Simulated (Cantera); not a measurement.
# Reactions in the system Mg-O-S

Cantera with NASA thermochemical tables; ideal gases at 1 bar, condensed phases pure. Values are per mole of reaction as written; species without (g) are pure solids or liquids, kept so even where they would boil at 1 bar.

3 MgO + 3 SO₃(g) ⇌ 4 O₃(g) + 3 MgS

```csv
T (K),ΔH° (kJ),ΔS° (J/K),ΔG° (kJ),log10 K
798,2526.5,268.9,2311.9,-151.33
848,2526.5,268.9,2298.5,-141.58
898,2526.5,268.9,2285.1,-132.91
948,2526.4,268.8,2271.6,-125.16
998,2526.3,268.6,2258.2,-118.19
1048,2526.1,268.5,2244.8,-111.88
```

2 MgO + 3 S ⇌ 2 MgS + SO₂(g)

```csv
T (K),ΔH° (kJ),ΔS° (J/K),ΔG° (kJ),log10 K
798,185.2,139.4,74.0,-4.84
848,183.2,137.0,67.1,-4.13
898,181.0,134.4,60.3,-3.51
948,178.6,131.8,53.6,-2.95
998,176.4,129.5,47.1,-2.46
1048,174.5,127.7,40.7,-2.03
```
